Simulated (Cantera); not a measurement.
Charge: 1 mol Si3N4, 0.061 mol C, 3.5 mol H2, held at 2448.15 K and 1.00 bar.

Cantera equilibrium calculation (NASA polynomials, part measured and part estimated; ideal gas, pure solids and liquids). Mutual solubility and eutectic melting of coexisting phases are not modelled. The tables' values for SiN are old estimates; treat these amounts as uncertain. Gases not in the tables: Si2H6 and higher silanes. Rates play no part.

```csv
species,before,after
H2,0.616,0.462
N2,0.356,0.295
H,0.0156,0.107
Si,0.00319,0.105
SiC,2.36e-7,2.10e-5
Si2,7.88e-5,0.00512
Si3,1.39e-5,0.000749
SiN,0.000208,0.00309
CH4,1.31e-5,8.96e-7
SiH,0.000718,0.01000
"Si(l), mol",2.95,2.04
"SiC(s), mol",0.0176,0
```
Gas species are given as mole fractions.

Q: What was changed between the two runs?
A) H2 from 3.5 to 0.014 mol
B) temperature from 2448.15 K to 2998 K
C) temperature from 2448.15 K to 1673.15 K
D) C from 0.061 to 0.0056 mol

A: B, temperature from 2448.15 K to 2998 K
